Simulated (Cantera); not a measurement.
An adiabatic, constant-volume homogeneous reactor starts with CO : H2 : CH4 : O2 : N2 = 1 : 0.26 : 0.41 : 2.34 : 8.79 (molar parts), equivalence ratio 0.62, at 1673 K and 3830 Torr.

Computed with Cantera and GRI-Mech 3.0 (53 species, 325 reactions).

x: mole fraction; the columns are a selection and need not sum to one.

```
t (s)     T (K)  P (bar)    x CO     x H2   x CH4     x N2O   x C2H6
--------  -----  -------  ------  -------  ------  --------  -------
1.00e-6    1673     5.10  0.0781   0.0203  0.0320  2.18e-11  1.24e-9
3.16e-6    1673     5.10  0.0781   0.0203  0.0320  1.91e-10  2.10e-7
1.00e-5    1691     5.15  0.0782   0.0197     [?]       [?]      [?]
3.16e-5    2918     8.69  0.0278  0.00325  <1e-12   3.14e-6   <1e-12
0.000100   2920     8.68  0.0266  0.00314  <1e-12   3.23e-6   <1e-12
0.000316   2905     8.63  0.0262  0.00311  <1e-12   3.39e-6   <1e-12
0.00100    2900     8.61  0.0260  0.00310  <1e-12   3.48e-6   <1e-12
0.00316    2900     8.61  0.0260  0.00310  <1e-12   3.49e-6   <1e-12
0.0100     2900     8.61  0.0260  0.00310  <1e-12   3.49e-6   <1e-12
0.0316     2900     8.61  0.0260  0.00310  <1e-12   3.49e-6   <1e-12
0.100      2900     8.61  0.0260  0.00310  <1e-12   3.49e-6   <1e-12
0.316      2900     8.61  0.0260  0.00310  <1e-12   3.49e-6   <1e-12
1.00       2900     8.61  0.0260  0.00310  <1e-12   3.49e-6   <1e-12
```

**Question.** Some entries are withheld; supply them.

**Answer.** 
- 1.00e-5, x CH4: 0.0290
- 1.00e-5, x N2O: 7.36e-9
- 1.00e-5, x C2H6: 0.000219
